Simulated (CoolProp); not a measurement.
Vapour-liquid equilibrium of R152A (1) + isobutene (2) at 0.103 MPa; x and y are mole fractions of (1).

Values from CoolProp's multi-fluid Helmholtz-energy mixture model, Outcalt 1996 and Lemmon 2005; pair parameters Bell 2016.

```csv
x,"bubble temperature, mixture model (K)","bubble temperature, Raoult's law (K)","y, mixture model","y, Raoult's law"
0.05,261.7,265.3,0.208,0.096
0.125,257.0,263.5,0.387,0.224
0.2,254.2,261.9,0.488,0.336
0.275,252.3,260.4,0.554,0.434
0.35,251.1,258.9,0.600,0.522
0.425,250.2,257.6,0.636,0.600
0.5,249.6,256.4,0.667,0.670
0.575,249.1,255.2,0.696,0.734
0.65,248.8,254.0,0.726,0.791
0.725,248.6,253.0,0.760,0.843
0.8,248.5,252.0,0.802,0.891
0.875,248.6,251.0,0.856,0.935
0.95,249.0,250.1,0.931,0.975
```

The largest gap from Raoult's law is -8.1 K in bubble temperature, at x = 0.275. y crosses x between x = 0.8 and 0.875: the model has an azeotrope there.

The pair parameters rest on a limited set of measurements; away from them the model extrapolates.
